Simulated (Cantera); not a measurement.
What does this Cantera script print?

```python
import numpy as np
import cantera as ct

gas_names = [...]  # 110 gases of nasa_gas.yaml made of C, H, O
cond_names = """
    C(gr) C6H6(L) C7H8(L) C8H18(L),n-octa H2O(s) H2O(L)
""".split()


# ... load() reads the species with a 1 bar reference pressure and builds the phases ...
atoms = {
    'C2H4': {'C': 2, 'H': 4},
    'H2': {'H': 2},
    'O2': {'O': 2},
}
top_T = {'C(gr)': 4500}  # K; cautious upper limits of use, not melting points


# ... equilibrate(T, P, feed) seeds the gas with the atoms and calls Mixture.equilibrate('TP', solver="vcs", rtol=1e-11, max_steps=5000) ...
results = []
feed = {'C2H4': 1, 'H2': 14, 'O2': 0.55}  # mol
T = 2550  # K
for P in [10, 160, 2500, 40000, 630000, 10000000]:
    mix = equilibrate(T, P, feed)
    results.append((T, P, feed, dict(zip(mix.species_names, mix.species_moles))))
    x = sorted(zip(gas.X, gas.species_names), reverse=True)
    print(f"T = {T:g} K  P = {P:g} Pa  gas = {mix.phase_moles(0):.4g} mol")
    print("   x: " + "  ".join(f"{s} {v:.3e}" for v, s in x if v > 1e-05))
    print("   condensed (mol): " + ("  ".join(f"{mix.phase(i).name} {mix.phase_moles(i):.4g}"
          for i in range(1, mix.n_phases) if mix.phase_moles(i) > 1e-12) or "none"))
```

It prints:

```
T = 2550 K  P = 10 Pa  gas = 30.98 mol
   x: H 8.737e-01  H2 7.846e-02  CO 3.551e-02  C3 7.167e-03  C 2.861e-03  C2H2,acetylene 8.011e-04  C2 7.608e-04  C2H 7.108e-04  C5 2.027e-05
   condensed (mol): none
T = 2550 K  P = 160 Pa  gas = 23.03 mol
   x: H 5.127e-01  H2 4.323e-01  CO 4.776e-02  C2H2,acetylene 5.749e-03  C3 6.658e-04  C2H 5.432e-04  C 2.040e-04  C2 6.192e-05  C4H2 3.163e-05
   condensed (mol): C(gr) 0.5529
T = 2550 K  P = 2500 Pa  gas = 18.71 mol
   x: H2 7.589e-01  H 1.719e-01  CO 5.879e-02  C2H2,acetylene 1.009e-02  C2H 1.821e-04  C4H2 5.553e-05  C3 4.261e-05  C 1.306e-05
   condensed (mol): C(gr) 0.5078
T = 2550 K  P = 40000 Pa  gas = 17.5 mol
   x: H2 8.790e-01  CO 6.284e-02  H 4.624e-02  C2H2,acetylene 1.169e-02  C4H2 6.432e-05  C2H 4.899e-05  CH4 4.284e-05  CH3 4.006e-05  C2H2,vinylidene 1.075e-05
   condensed (mol): C(gr) 0.4822
T = 2550 K  P = 630000 Pa  gas = 17.19 mol
   x: H2 9.110e-01  CO 6.399e-02  C2H2,acetylene 1.211e-02  H 1.186e-02  CH4 7.247e-04  CH3 1.677e-04  C4H2 6.666e-05  C2H4 4.248e-05  C2H 1.257e-05  C2H2,vinylidene 1.114e-05
   condensed (mol): C(gr) 0.4607
T = 2550 K  P = 1e+07 Pa  gas = 16.91 mol
   x: H2 9.070e-01  CO 6.491e-02  C2H2,acetylene 1.206e-02  CH4 1.140e-02  H 2.971e-03  C2H4 6.683e-04  CH3 6.639e-04  H2O 1.267e-04  C4H2 6.636e-05  C3H4,propyne 3.786e-05  C3H3,propargyl 2.412e-05  C2H3,vinyl 2.231e-05  C3H4,allene 1.652e-05  C2H2,vinylidene 1.110e-05
   condensed (mol): C(gr) 0.2571
```

These are equilibrium values from Cantera (NASA tables, ideal gas, pure condensed phases), not measurements of a reactor. The ideal-gas law is rough above about 30 bar.
